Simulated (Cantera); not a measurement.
A perfectly stirred reactor is fed with CH3OH : O2 : N2 = 1 : 0.882 : 8.74 (molar parts), at 5.00 bar; it is adiabatic with a 473 K inlet, and is followed from long to short residence time, starting on the burning branch (τ in s: 0.17, 0.052, 0.016, 0.0046, 0.0014, 0.00041, 0.00012, 3.7e-05, 1.1e-05, 3.2e-06).

Detailed kinetics in Cantera: GRI-Mech 3.0 (53 species, 325 reactions). GRI-Mech 3.0 was tuned for natural gas; its chemistry of methanol as a main component is partial and can be far from experiment.

Task: Predict: blow-out, bracketed by the residence times tried; x(CH3OH) at τ = 0.170 s; x(O2) at τ = 0.170 s; x(HO2) at τ = 0.170 s; x(NO) at τ = 0.170 s; x(CH3OH) at τ = 0.410 ms; x(O2) at τ = 0.410 ms.

Result: 
```
Property                                                                      Result
------------------------------------------------  ----------------------------------
blow-out, bracketed by the residence times tried  burning at 4.60 ms, out at 1.40 ms
x(CH3OH) at τ = 0.170 s                                                      2.13e-5
x(O2) at τ = 0.170 s                                                        0.000341
x(HO2) at τ = 0.170 s                                                        1.09e-6
x(NO) at τ = 0.170 s                                                         5.36e-9
x(CH3OH) at τ = 0.410 ms                                                      0.0941
x(O2) at τ = 0.410 ms                                                         0.0830
```
